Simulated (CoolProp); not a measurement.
Methanol at several states: fugacity coefficient from the reference equation and from simpler models built on Tc = 513.4 K, pc = 8.216 MPa, ω = 0.565; each cubic takes its own stable root.

Model: reference Helmholtz-energy equation of state, de Reuck 1993, in CoolProp.

```
T (K)  p (MPa)   phase  reference  van der Waals  Redlich-Kwong  Peng-Robinson
-----  -------  ------  ---------  -------------  -------------  -------------
351.5     19.2  liquid    0.01119         0.1129        0.04229        0.01203
393.4     0.86  liquid     0.6796         0.9420         0.9253         0.7149
478.1    0.338     gas     0.9825         0.9855         0.9829         0.9800
305.3    0.612  liquid    0.03948         0.9268         0.2461        0.03709
```

At some of these states van der Waals, Redlich-Kwong gives the other phase, because its saturation line lies elsewhere.
